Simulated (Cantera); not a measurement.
Charge: 1 mol Si, 3.1 mol HCl, 0.66 mol H₂, held at 2.60 bar.

Cantera equilibrium calculation (NASA polynomials, part measured and part estimated; ideal gas, pure solids and liquids). Candidate condensed phases: Si; 19 gas species. The numbers say what is thermodynamically allowed, not how fast it happens. All values below are at 402 °C.

Base state: H₂ 0.702, SiCl₄ 0.182, SiHCl₃ 0.111, SiH₂Cl₂ 0.00424, HCl 0.000150, SiH₃Cl 3.38e-5 (mole fractions); condensed: Si(s).

What changes in the equilibrium state with this change: 1.7 mol HF added?


| species | before | after |
|---|---|---|
| H₂ | 0.702 | 0.596 |
| HCl | 0.000150 | 0.179 |
| SiCl₄ | 0.182 | 0.129 |
| SiHCl₃ | 0.111 | 5.62e-5 |
| SiF₄ | 0 | 0.0953 |
| SiH₂Cl₂ | 0.00424 | 1.52e-9 |
| SiH₃Cl | 3.38e-5 | <1e-9 |
| Si(s), mol | 0.138 | 0 |
